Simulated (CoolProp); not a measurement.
Fluorine along the isotherm -189.45 °C: density (kg/m³) from the reference equation and from simpler models built on Tc = -128.7 °C, pc = 52.40 bar, ω = 0.045; each cubic takes its own stable root.

Values from CoolProp's reference Helmholtz-energy equation of state, de Reuck 1990.

```csv
p (bar),phase,reference
2.91,liquid,1512
5.82,liquid,1512
8.73,liquid,1513
11.6,liquid,1514
14.6,liquid,1515
17.5,liquid,1515
20.4,liquid,1516
23.3,liquid,1517
26.2,liquid,1518
```

Question: How far does each simpler model (van der Waals, Redlich-Kwong, Soave-Redlich-Kwong) lie from the reference over these 9 states: mean and median of the absolute difference, and the worst?

Answer: 
- van der Waals: mean 38.8 %, median 31.3 %, worst -98.9 % at -189.45 °C and 2.91 bar
- Redlich-Kwong: mean 1.2 %, median 1.2 %, worst +1.2 % at -189.45 °C and 26.2 bar
- Soave-Redlich-Kwong: mean 0.4 %, median 0.4 %, worst +0.5 % at -189.45 °C and 26.2 bar

At some of these states van der Waals gives the other phase, because its saturation line lies elsewhere.
